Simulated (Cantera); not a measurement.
Thermodynamics of fluorocarbon and chlorocarbon gases, feed CCl4 + F2 + H2

Input: 1 mol CCl4, 0.11 mol F2, a varied amount of H2, held at 2950 °C and 0.0130 bar.

Method: chemical equilibrium by Gibbs-energy minimisation in Cantera with the NASA 1993 tables (ideal gas, pure condensed phases). Candidate condensed phases: C, C6H6, C7H8, C8H18; 118 gas species. The tables' values for CCl are old estimates; treat these amounts as uncertain. Equilibrium is a limit: real reactors are often held back by kinetics, nucleation or transport.

From 1.2 mol H2 to 12 mol H2 nothing is condensed. The main C-bearing gas is C3 throughout.

| n(H2) (mol) | x H | x Cl | x H2 | x HCl | x C3 | x HF | x C |
|---|---|---|---|---|---|---|---|
| 1.2 | 0.279 | 0.577 | 0.0113 | 0.0348 | 0.0380 | 0.0270 | 0.0157 |
| 1.6 | 0.341 | 0.515 | 0.0169 | 0.0380 | 0.0336 | 0.0253 | 0.0151 |
| 2.3 | 0.424 | 0.432 | 0.0262 | 0.0397 | 0.0277 | 0.0224 | 0.0141 |
| 3.2 | 0.500 | 0.358 | 0.0363 | 0.0387 | 0.0223 | 0.0193 | 0.0131 |
| 4.5 | 0.574 | 0.287 | 0.0479 | 0.0356 | 0.0172 | 0.0159 | 0.0120 |
| 6.2 | 0.636 | 0.228 | 0.0589 | 0.0313 | 0.0130 | 0.0129 | 0.0110 |
| 8.7 | 0.693 | 0.175 | 0.0698 | 0.0262 | 0.00929 | 0.0101 | 0.00981 |
| 12 | 0.737 | 0.133 | 0.0790 | 0.0213 | 0.00655 | 0.00781 | 0.00873 |
x: gas mole fraction; nothing condenses.
